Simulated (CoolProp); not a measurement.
C2F6 (R116) at 264.56 K and 1.16 MPa flows at 2.1 m/s in a round tube of 10 mm bore and 0.25 µm roughness, fully developed (64/Re and Nu = 3.66 if laminar; Colebrook and Gnielinski if turbulent). Each further row changes one setting.

Model: reference Helmholtz-energy equation of state, Lemmon 2006, in CoolProp. It is a short technical equation, of lower accuracy than the large ones.

```json
[
 {"case": "as stated", "Reynolds number": "155000", "Darcy friction factor": "…", "pressure drop (Pa/m)": "…", "heat-transfer coefficient (W/(m² K))": "382", "mass flow (kg/h)": "…"},
 {"case": "velocity 4.2 m/s", "Reynolds number": "310000", "Darcy friction factor": "0.0146", "pressure drop (Pa/m)": "…", "heat-transfer coefficient (W/(m² K))": "671", "mass flow (kg/h)": "…"},
 {"case": "diameter 20 mm", "Reynolds number": "310000", "Darcy friction factor": "0.0145", "pressure drop (Pa/m)": "…", "heat-transfer coefficient (W/(m² K))": "…", "mass flow (kg/h)": "221"}
]
```

Question: Complete the blanks.

Answer: 
- as stated, Darcy friction factor: 0.0166
- as stated, pressure drop (Pa/m): 342
- as stated, mass flow (kg/h): 55.4
- velocity 4.2 m/s, pressure drop (Pa/m): 1200
- velocity 4.2 m/s, mass flow (kg/h): 111
- diameter 20 mm, pressure drop (Pa/m): 149
- diameter 20 mm, heat-transfer coefficient (W/(m² K)): 333

Viscosity comes from a separate model (Huber 2003), an estimate that may be off by 10 % or more. Thermal conductivity comes from a separate model (Huber 2003), an estimate that may be off by 10 % or more.
